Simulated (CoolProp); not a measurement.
Vapour-liquid equilibrium of hydrogen chloride (1) + propane (2) at 0.398 MPa; x and y are mole fractions of (1).

Computed with CoolProp (multi-fluid Helmholtz-energy mixture model, Thol 2018 and Lemmon 2009; pair parameters Bell 2016).

| x | bubble temperature (K) | y at the bubble point | dew temperature at overall composition x (K) | liquid density (mol/L) |
|---|---|---|---|---|
| 0.05 | 255.0 | 0.352 | 265.9 | 12.86 |
| 0.125 | 241.8 | 0.622 | 263.4 | 13.82 |
| 0.2 | 233.6 | 0.744 | 260.8 | 14.72 |
| 0.275 | 228.6 | 0.805 | 258.0 | 15.60 |
| 0.35 | 225.4 | 0.841 | 255.0 | 16.51 |
| 0.425 | 223.3 | 0.862 | 251.8 | 17.48 |
| 0.5 | 221.8 | 0.878 | 248.3 | 18.54 |
| 0.575 | 220.8 | 0.890 | 244.4 | 19.71 |
| 0.65 | 219.9 | 0.900 | 240.1 | 21.04 |
| 0.725 | 219.2 | 0.912 | 235.0 | 22.55 |
| 0.8 | 218.4 | 0.926 | 229.1 | 24.29 |
| 0.875 | 217.6 | 0.945 | 222.1 | 26.32 |
| 0.95 | 216.8 | 0.973 | 217.4 | 28.69 |

No azeotrope shows between x = 0.05 and 0.95.

Pair parameters are fitted to limited data, so mixtures are less certain than the pure fluids. With so large a gap from Raoult's law the liquid may split in two, which this calculation doesn't test in full.
